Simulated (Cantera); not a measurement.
Feed: 1 mol SiC, a varied amount of N₂O, 120 mol N₂, held at 1425 K and 11.0 mbar.

Equilibrium computed with Cantera from the NASA thermochemical tables; the gas is ideal and each condensed phase is pure. Candidate condensed phases: C, Si, SiC, SiO₂, Si₂N₂O, Si₃N₄; 34 gas species. Mutual solubility and eutectic melting of coexisting phases are not modelled. The tables hold silica as quartz up to 1696 K and as liquid above; real silica turns to tridymite and cristobalite and melts near 1996 K. The numbers say what is thermodynamically allowed, not how fast it happens.

**Question.** Which condensed phases are stable at each of these points (n(N₂O) (mol)): 0.48, 0.59, 0.73, 0.9, 1.1, 1.4, 1.7, 2, 2.5, 3.1?

**Answer.** 
| n(N₂O) (mol) | condensed phases | Si condensed (%) |
|---|---|---|
| 0.48 | C(graphite) + SiC(s) + Si₂N₂O(s) | 100.0 |
| 0.59 | C(graphite) + SiC(s) + Si₂N₂O(s) | 100.0 |
| 0.73 | C(graphite) + Si₂N₂O(s) | 100.0 |
| 0.9 | C(graphite) + Si₂N₂O(s) | 100.0 |
| 1.1 | C(graphite) + Si₂N₂O(s) | 100.0 |
| 1.4 | C(graphite) + Si₂N₂O(s) | 99.9 |
| 1.7 | SiO₂(β-quartz) + Si₂N₂O(s) | 98.7 |
| 2 | SiO₂(β-quartz) + Si₂N₂O(s) | 98.7 |
| 2.5 | SiO₂(β-quartz) + Si₂N₂O(s) | 98.6 |
| 3.1 | SiO₂(β-quartz) | 100.0 |

From 0.48 mol N₂O to 0.59 mol N₂O the condensed part is C(graphite) + SiC(s) + Si₂N₂O(s). From 0.73 mol N₂O to 1.4 mol N₂O the condensed part is C(graphite) + Si₂N₂O(s). From 1.7 mol N₂O to 2.5 mol N₂O the condensed part is SiO₂(β-quartz) + Si₂N₂O(s). At 3.1 mol N₂O the condensed part is SiO₂(β-quartz).
